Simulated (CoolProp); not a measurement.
Isohexane at 293.15 K and 0.00884 MPa is throttled through a valve to 0.0015 MPa with no heat exchange. Each further row changes one setting.

Values from CoolProp's reference Helmholtz-energy equation of state, Lemmon 2006. It is a short technical equation, of lower accuracy than the large ones.

```csv
case,temperature change (K),final density (kg/m³)
as stated,-0.3,___
outlet pressure 0.00045 MPa,-0.4,___
outlet pressure 0.00195 MPa,-0.3,___
```

### Question
Complete the blanks.

### Answer

- as stated, final density (kg/m³): 0.0532
- outlet pressure 0.00045 MPa, final density (kg/m³): 0.0159
- outlet pressure 0.00195 MPa, final density (kg/m³): 0.0691
